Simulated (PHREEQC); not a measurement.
# Leach liquor: an equilibrium model

A solution holds 50 mmol/kgw HCl, 0.046 mmol/kgw LiCl and 14 mmol/kgw MnSO4, at 25 °C. Closed to the air; pH follows from the charge balance.

The numbers come from PHREEQC with the ion-association model, phreeqc.dat.

Each row changes one thing in this solution. This is a speciation only: nothing precipitates in the calculation.

```json
[
 {"case": "as made", "pH": "1.45", "ionic strength (mol/kgw)": "0.0822", "Mn+2 (mol/kgw)": "0.0115", "HSO4- (mol/kgw)": "0.00786", "SO4-2 (mol/kgw)": "0.00459", "MnSO4 (mol/kgw)": "0.00155"},
 {"case": "0.027 mol/kgw NH3 added", "pH": "1.82", "ionic strength (mol/kgw)": "0.0850", "Mn+2 (mol/kgw)": "0.0110", "HSO4- (mol/kgw)": "0.00472", "SO4-2 (mol/kgw)": "0.00642", "MnSO4 (mol/kgw)": "0.00204"},
 {"case": "LiCl left out", "pH": "1.45", "ionic strength (mol/kgw)": "0.0822", "Mn+2 (mol/kgw)": "0.0115", "HSO4- (mol/kgw)": "0.00786", "SO4-2 (mol/kgw)": "0.00459", "MnSO4 (mol/kgw)": "0.00155"},
 {"case": "0.013 mol/kgw NaCl added", "pH": "1.46", "ionic strength (mol/kgw)": "0.0953", "Mn+2 (mol/kgw)": "0.0114", "HSO4- (mol/kgw)": "0.00774", "SO4-2 (mol/kgw)": "0.00471", "MnSO4 (mol/kgw)": "0.00144"},
 {"case": "diluted 5-fold with water", "pH": "2.09", "ionic strength (mol/kgw)": "0.0183", "Mn+2 (mol/kgw)": "0.00248", "HSO4- (mol/kgw)": "0.000887", "SO4-2 (mol/kgw)": "0.00165", "MnSO4 (mol/kgw)": "0.000261"},
 {"case": "0.0021 mol/kgw Na2CO3 added", "pH": "1.50", "ionic strength (mol/kgw)": "0.0825", "Mn+2 (mol/kgw)": "0.0114", "HSO4- (mol/kgw)": "0.00751", "SO4-2 (mol/kgw)": "…", "MnSO4 (mol/kgw)": "0.00161"},
 {"case": "HCl replaced by CaCl2 at the same molality", "pH": "6.52", "ionic strength (mol/kgw)": "0.175", "Mn+2 (mol/kgw)": "…", "HSO4- (mol/kgw)": "8.58e-8", "SO4-2 (mol/kgw)": "0.00709", "MnSO4 (mol/kgw)": "0.00140"},
 {"case": "temperature from 25 to 5 °C", "pH": "1.44", "ionic strength (mol/kgw)": "0.0849", "Mn+2 (mol/kgw)": "0.0117", "HSO4- (mol/kgw)": "0.00688", "SO4-2 (mol/kgw)": "0.00577", "MnSO4 (mol/kgw)": "0.00135"},
 {"case": "HCl replaced by MnCl2 at the same molality", "pH": "6.20", "ionic strength (mol/kgw)": "0.166", "Mn+2 (mol/kgw)": "0.0506", "HSO4- (mol/kgw)": "1.84e-7", "SO4-2 (mol/kgw)": "0.00722", "MnSO4 (mol/kgw)": "0.00678"}
]
```

Q: What belongs in the gaps?

A: 
- 0.0021 mol/kgw Na2CO3 added, SO4-2 (mol/kgw): 0.00483
- HCl replaced by CaCl2 at the same molality, Mn+2 (mol/kgw): 0.0111

Species that the database lacks are ignored. Some of these states are supersaturated (in Gypsum, for instance). Away from 25 °C the constants follow the database's enthalpies or fits; those with neither stay at their 25 °C values.
